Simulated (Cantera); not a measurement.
Equilibrium for calcination and drying: Mg(OH)₂ + CO₂

Charge: 1 mol Mg(OH)₂, 4.5 mol CO₂, held at 310 Pa.

Equilibrium computed with Cantera from the NASA thermochemical tables; the gas is ideal and each condensed phase is pure. Candidate condensed phases: C, C₆H₆, C₇H₈, C₈H₁₈, H₂O, Mg, MgCO₃, MgO, Mg(OH)₂; 116 gas species. The numbers say what is thermodynamically allowed, not how fast it happens.

From 575 K to 1550 K the condensed part is MgO(s).

| T (K) | x CO₂ | x H₂O | x CO | x O₂ | x H₂ | x OH | x H | n MgO(s) |
|---|---|---|---|---|---|---|---|---|
| 575 | 0.818 | 0.182 | <1e-12 | <1e-12 | <1e-12 | <1e-12 | <1e-12 | 1.00 |
| 650 | 0.818 | 0.182 | 3.48e-12 | 7.74e-12 | 1.20e-11 | <1e-12 | <1e-12 | 1.00 |
| 725 | 0.818 | 0.182 | 1.54e-10 | 2.05e-10 | 2.57e-10 | 2.24e-12 | <1e-12 | 1.00 |
| 800 | 0.818 | 0.182 | 3.23e-9 | 3.12e-9 | 3.03e-9 | 5.50e-11 | <1e-12 | 1.00 |
| 875 | 0.818 | 0.182 | 3.93e-8 | 3.11e-8 | 2.31e-8 | 7.91e-10 | <1e-12 | 1.00 |
| 950 | 0.818 | 0.182 | 3.18e-7 | 2.21e-7 | 1.27e-7 | 7.52e-9 | 3.56e-12 | 1.00 |
| 1025 | 0.818 | 0.182 | 1.88e-6 | 1.19e-6 | 5.40e-7 | 5.17e-8 | 5.75e-11 | 1.00 |
| 1100 | 0.818 | 0.182 | 8.62e-6 | 5.19e-6 | 1.89e-6 | 2.74e-7 | 6.38e-10 | 1.00 |
| 1175 | 0.818 | 0.182 | 3.25e-5 | 1.88e-5 | 5.64e-6 | 1.18e-6 | 5.23e-9 | 1.00 |
| 1250 | 0.818 | 0.182 | 0.000104 | 5.83e-5 | 1.48e-5 | 4.24e-6 | 3.33e-8 | 1.00 |
| 1325 | 0.818 | 0.182 | 0.000291 | 0.000159 | 3.47e-5 | 1.32e-5 | 1.73e-7 | 1.00 |
| 1400 | 0.817 | 0.182 | 0.000727 | 0.000392 | 7.45e-5 | 3.65e-5 | 7.54e-7 | 1.00 |
| 1475 | 0.816 | 0.181 | 0.00165 | 0.000878 | 0.000148 | 9.10e-5 | 2.83e-6 | 1.00 |
| 1550 | 0.813 | 0.181 | 0.00346 | 0.00182 | 0.000276 | 0.000207 | 9.39e-6 | 1.00 |
x: gas mole fraction; n: condensed amount in mol.
